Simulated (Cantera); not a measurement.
**Equilibrium for silicon epitaxy and polysilicon growth: Si2Cl6 + N2 + HCl**

Charge: 1 mol Si2Cl6, 58 mol N2, a varied amount of HCl, at 1575 K and 1 atm.

Method: chemical equilibrium by Gibbs-energy minimisation in Cantera with the NASA 1993 tables (ideal gas, pure condensed phases). Candidate condensed phases: NH4Cl, Si, Si3N4; 28 gas species. The feed counts by its element totals alone. The tables' values for SiCl3 are old estimates; treat these amounts as uncertain. The numbers say what is thermodynamically allowed, not how fast it happens.

From 0.19 mol HCl to 4.2 mol HCl the condensed part is Si3N4(s). The main Si-bearing gas is SiCl4 throughout. The share of Si in condensed phases is highest at 0.19 mol HCl (12.1 %) and lowest at 4.2 mol HCl (0.7 %).

```json
[
 {"n(HCl) (mol)": "0.19", "x N2": "0.967", "x HCl": "0.00312", "x SiCl4": "0.0177", "x SiCl3": "0.00613", "x H2": "2.01e-5", "n Si3N4(s)": "0.0805"},
 {"n(HCl) (mol)": "0.63", "x N2": "0.960", "x HCl": "0.01000", "x SiCl4": "0.0176", "x SiCl3": "0.00612", "x H2": "0.000207", "n Si3N4(s)": "0.0777"},
 {"n(HCl) (mol)": "1.1", "x N2": "0.953", "x HCl": "0.0169", "x SiCl4": "0.0176", "x SiCl3": "0.00612", "x H2": "0.000591", "n Si3N4(s)": "0.0727"},
 {"n(HCl) (mol)": "1.5", "x N2": "0.947", "x HCl": "0.0224", "x SiCl4": "0.0176", "x SiCl3": "0.00613", "x H2": "0.00104", "n Si3N4(s)": "0.0670"},
 {"n(HCl) (mol)": "2", "x N2": "0.940", "x HCl": "0.0289", "x SiCl4": "0.0177", "x SiCl3": "0.00616", "x H2": "0.00173", "n Si3N4(s)": "0.0582"},
 {"n(HCl) (mol)": "2.4", "x N2": "0.934", "x HCl": "0.0338", "x SiCl4": "0.0178", "x SiCl3": "0.00620", "x H2": "0.00238", "n Si3N4(s)": "0.0501"},
 {"n(HCl) (mol)": "2.8", "x N2": "0.928", "x HCl": "0.0385", "x SiCl4": "0.0180", "x SiCl3": "0.00624", "x H2": "0.00308", "n Si3N4(s)": "0.0412"},
 {"n(HCl) (mol)": "3.3", "x N2": "0.921", "x HCl": "0.0442", "x SiCl4": "0.0182", "x SiCl3": "0.00630", "x H2": "0.00404", "n Si3N4(s)": "0.0291"},
 {"n(HCl) (mol)": "3.7", "x N2": "0.916", "x HCl": "0.0485", "x SiCl4": "0.0184", "x SiCl3": "0.00636", "x H2": "0.00486", "n Si3N4(s)": "0.0186"},
 {"n(HCl) (mol)": "4.2", "x N2": "0.909", "x HCl": "0.0537", "x SiCl4": "0.0186", "x SiCl3": "0.00643", "x H2": "0.00593", "n Si3N4(s)": "0.00477"}
]
```
x: gas mole fraction; n: condensed amount in mol.
